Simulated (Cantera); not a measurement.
Adiabatic ignition

An adiabatic, constant-pressure homogeneous reactor starts with CO : H2 : O2 : N2 : H2O = 1 : 0.032 : 0.272 : 1.02 : 0.1 (molar parts), equivalence ratio 1.9, at 1650 K and 1.00 atm.

Detailed kinetics in Cantera: GRI-Mech 3.0 (53 species, 325 reactions).

```tsv
t (s)	T (K)	x CO	x H2	x O2	x OH	x H2O	x NO
2.00e-6	1650	0.413	0.0132	0.112	2.61e-7	0.0413	<1e-12
7.52e-6	1650	0.413	0.0132	0.112	5.84e-6	0.0413	1.42e-12
2.83e-5	1711	0.378	0.00423	0.0837	0.00489	0.0412	4.94e-7
0.000106	2258	0.281	0.00933	0.0315	0.0124	0.0269	9.41e-5
0.000399	2702	0.263	0.00827	0.0209	0.0131	0.0383	0.000958
0.00150	2819	0.256	0.00788	0.0154	0.0117	0.0416	0.00494
0.00565	2814	0.256	0.00795	0.0146	0.0114	0.0417	0.00748
0.0212	2814	0.256	0.00795	0.0146	0.0114	0.0417	0.00752
0.0798	2814	0.256	0.00795	0.0146	0.0114	0.0417	0.00752
0.300	2814	0.256	0.00795	0.0146	0.0114	0.0417	0.00752
```
x: mole fraction; the columns are a selection and need not sum to one.

```json
{
  "time_of_steepest_temperature_rise": "35.4 µs",
  "temperature at 0.300 s": "2814 K",
  "equilibrium_temperature": "2814 K",
  "x(CO) at 0.300 s": "0.256 (gas-phase equilibrium 0.256)",
  "x(H2) at 0.300 s": "0.00795 (gas-phase equilibrium 0.00795)",
  "x(O2) at 0.300 s": "0.0146 (gas-phase equilibrium 0.0146)"
}
```
